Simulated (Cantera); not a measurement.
Input: 1 mol CO, 5 mol CO2, held at 0.00990 bar.

Equilibrium computed with Cantera from the NASA thermochemical tables; the gas is ideal and each condensed phase is pure. Candidate condensed phases: C; 12 gas species. Equilibrium is a limit: real reactors are often held back by kinetics, nucleation or transport.

Problem. Which condensed phases are stable at each of these points (T (K)): 700, 850, 1000, 1150, 1300, 1450, 1600, 1750, 1900, 2050, 2200, 2350, 2500, 2650?

Solution. 
```csv
T (K),condensed phases,C condensed (%)
700,C(graphite),1.1
850,gas only,0.0
1000,gas only,0.0
1150,gas only,0.0
1300,gas only,0.0
1450,gas only,0.0
1600,gas only,0.0
1750,gas only,0.0
1900,gas only,0.0
2050,gas only,0.0
2200,gas only,0.0
2350,gas only,0.0
2500,gas only,0.0
2650,gas only,0.0
```

At 700 K the condensed part is C(graphite). From 850 K to 2650 K nothing is condensed.
